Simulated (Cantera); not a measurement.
**B2O3 + H2 + NH3 + N2 (boron, boron nitride and boron oxide)**

Input: 1 mol B2O3, 5.9 mol H2, 9.8 mol NH3, 0.0042 mol N2, held at 0.133 bar.

Cantera equilibrium calculation (NASA polynomials, part measured and part estimated; ideal gas, pure solids and liquids). Candidate condensed phases: B, BN, B2O3, B3O3H3, H2O; 39 gas species. Mutual solubility and eutectic melting of coexisting phases are not modelled. Gases not in the tables: H3BO3. Rates play no part.

From 798 K to 1623 K the condensed part is BN(s) + B2O3(l).

```
T (K)   x H2   x N2    x HBO2     x HBO    x H2O    x B2O3       x H  n BN(s)  n B2O3(l)
-----  -----  -----  --------  --------  -------  --------  --------  -------  ---------
798    0.806  0.192   1.64e-8    <1e-12  0.00240    <1e-12  6.55e-12   0.0409      0.979
873    0.806  0.192   1.63e-7  3.53e-11  0.00239    <1e-12  1.15e-10   0.0406      0.980
948    0.806  0.192   1.10e-6  8.77e-10  0.00234  1.81e-12   1.29e-9   0.0398      0.980
1023   0.806  0.192   5.49e-6   1.34e-8  0.00228  7.37e-11   1.02e-8   0.0388      0.980
1098   0.806  0.192   2.17e-5   1.41e-7  0.00221   1.77e-9   6.08e-8   0.0378      0.981
1173   0.806  0.192   7.11e-5   1.08e-6  0.00214   2.79e-8   2.90e-7   0.0370      0.981
1248   0.806  0.192  0.000200   6.45e-6  0.00207   3.11e-7   1.15e-6   0.0368      0.979
1323   0.806  0.192  0.000495   3.12e-5  0.00200   2.61e-6   3.90e-6   0.0379      0.974
1398   0.805  0.192   0.00110  0.000127  0.00193   1.72e-5   1.16e-5   0.0411      0.963
1473   0.804  0.191   0.00225  0.000446  0.00186   9.27e-5   3.11e-5   0.0470      0.940
1548   0.801  0.191   0.00425   0.00138  0.00180  0.000421   7.55e-5   0.0547      0.889
1623   0.795  0.190   0.00751   0.00382  0.00173   0.00165  0.000169   0.0591      0.780
```
x: gas mole fraction; n: condensed amount in mol.
